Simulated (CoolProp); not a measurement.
Vapour-liquid equilibrium of dimethyl carbonate (1) + n-octane (2) at 36.9 kPa; x and y are mole fractions of (1).

The numbers come from the multi-fluid Helmholtz-energy mixture model, Zhou 2011 and Beckmüller 2019; pair parameters Bell 2016 in CoolProp.

```
x     bubble temperature (K)  y at the bubble point  dew temperature at overall composition x (K)  liquid density (mol/L)
----  ----------------------  ---------------------  --------------------------------------------  ----------------------
0.05                   355.1                  0.347                                         364.6                   5.834
0.15                   343.3                  0.617                                         361.7                   6.229
0.25                   338.0                  0.713                                         358.5                   6.612
0.35                   335.5                  0.755                                         355.0                   7.015
0.45                   334.4                  0.776                                         351.1                   7.456
0.55                   333.8                  0.788                                         346.7                   7.950
0.65                   333.5                  0.798                                         341.6                   8.513
0.75                   333.3                  0.813                                         335.8                   9.161
0.85                   333.1                  0.845                                         333.1                   9.912
0.95                   333.6                  0.922                                         333.9                   10.78
```

y crosses x between x = 0.75 and 0.85: the model has an azeotrope there.

The pair parameters rest on a limited set of measurements; away from them the model extrapolates. With so large a gap from Raoult's law the liquid may split in two, which this calculation doesn't test in full.
